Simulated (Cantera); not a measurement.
A perfectly stirred reactor is fed with 55.2 % NO, 44.8 % N2, at 13300 Pa; it is held at 2200 K, and followed from long to short residence time.

Computed with Cantera and GRI-Mech 3.0 (53 species, 325 reactions).

One state of this run: x NO = 0.387; x N2O = 5.68e-5; x N2 = 0.529; x O2 = 0.0811; x O = 0.00227; x NO2 = 0.000112. x: mole fraction; the columns are a selection and need not sum to one.

### Question
Which value of τ (s) does it belong to?
A) 0.069
B) 0.17
C) 1.1
D) 0.43

### Answer
B, 0.17
